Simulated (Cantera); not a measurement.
An adiabatic, constant-pressure homogeneous reactor starts with CH₃OH : O₂ : N₂ = 1 : 2.5 : 9.4 (molar parts), equivalence ratio 0.60, at 1750 K and 0.819 atm.

Cantera simulation using GRI-Mech 3.0 (53 species, 325 reactions); the numbers are that mechanism's predictions, not measurements. GRI-Mech 3.0 was tuned for natural gas; its chemistry of methanol as a main component is partial and can be far from experiment.

x: mole fraction; the columns are a selection and need not sum to one.

```
t (s)     T (K)  x CH₃OH    x O₂     x NO₂    x H₂O₂   x C₂H₆     x CO₂
--------  -----  -------  ------  --------  --------  -------  --------
1.00e-6    1750   0.0774   0.194    <1e-12   6.19e-8  1.56e-9   4.79e-6
2.82e-6    1750   0.0770   0.193    <1e-12         ?        ?         ?
7.95e-6    1750   0.0755   0.192    <1e-12   3.37e-5  3.22e-7   4.20e-5
2.24e-5    1769   0.0651   0.186  2.60e-11  0.000282  7.08e-7  0.000138
6.31e-5    2221   <1e-12  0.0868   1.09e-9   2.03e-7   <1e-12    0.0255
0.000178   2475   <1e-12  0.0776   5.21e-8   1.60e-7   <1e-12    0.0473
0.000502   2637   <1e-12  0.0756   4.65e-7   2.78e-7   <1e-12    0.0545
0.00141    2649   <1e-12  0.0741   1.62e-6   3.01e-7   <1e-12    0.0554
0.00399    2643   <1e-12  0.0716   3.89e-6   2.93e-7   <1e-12    0.0555
0.0112     2638   <1e-12  0.0692   5.92e-6   2.86e-7   <1e-12    0.0557
0.0317     2637   <1e-12  0.0689   6.22e-6   2.85e-7   <1e-12    0.0557
0.0893     2637   <1e-12  0.0689   6.22e-6   2.85e-7   <1e-12    0.0557
0.252      2637   <1e-12  0.0689   6.22e-6   2.85e-7   <1e-12    0.0557
0.710      2637   <1e-12  0.0689   6.22e-6   2.85e-7   <1e-12    0.0557
2.00       2637   <1e-12  0.0689   6.22e-6   2.85e-7   <1e-12    0.0557
```

**Question.** Some entries are withheld; supply them.

**Answer.** 
- 2.82e-6, x H₂O₂: 2.06e-6
- 2.82e-6, x C₂H₆: 2.93e-8
- 2.82e-6, x CO₂: 1.45e-5
